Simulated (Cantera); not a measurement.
A closed system holds: 1 mol CCl4, 0.27 mol Si, 0.92 mol H2, at 6.60 Pa.

Method: chemical equilibrium by Gibbs-energy minimisation in Cantera with the NASA 1993 tables (ideal gas, pure condensed phases). Candidate condensed phases: C, C6H6, C7H8, C8H18, Si, SiC; 109 gas species. Rates play no part.

Over these rows the condensed part is C(graphite). Partial pressures as log10 of bar:

| T (K) | 1000/T (1/K) | log p SiC2 | log p Cl | log p HCl | log p SiCl2 | log p H |
|---|---|---|---|---|---|---|
| 1875 | 0.5333 | -10.02 | -4.53 | -4.50 | -5.34 | -6.46 |
| 1975 | 0.5063 | ? | -4.51 | -4.55 | -5.35 | -5.89 |
| 2075 | 0.4819 | -7.50 | -4.47 | -4.65 | -5.45 | -5.46 |
| 2175 | 0.4598 | -6.79 | -4.42 | -4.82 | -5.83 | -5.16 |
| 2275 | 0.4396 | -6.48 | -4.39 | -5.06 | -6.55 | -4.96 |
| 2375 | 0.4211 | -6.34 | -4.37 | -5.35 | -7.38 | -4.83 |

### Question
Fit log p(SiC2) = a + b·(1000/T) to the five rows, give the apparent enthalpy, and predict the row at 1975 K.

### Answer
Means: 1000/T = 0.4671, log p = -7.426. Sxy = -0.253432, Sxx = 0.0075270, so b = -33.67 and a = -7.426 − (-33.67)×0.4671 = 8.30.
Apparent enthalpy: −19.145 × (-33.67) = 645 kJ/mol. With the condensed phases at unit activity, 2 C(graphite) + SiCl2(g) = SiC2(g) + 2 Cl(g) links this pressure to the main gases: over the six rows their terms move log p by -2.36 in all, so the slope isn't that reaction's ΔH° alone. The five rows lie within 0.46 of the line; that is curvature, so one enthalpy describes this range poorly.
Prediction at 1975 K: 8.30 + (-33.67)×0.5063 = -8.75. The computed value is -8.63, 0.12 from the line.
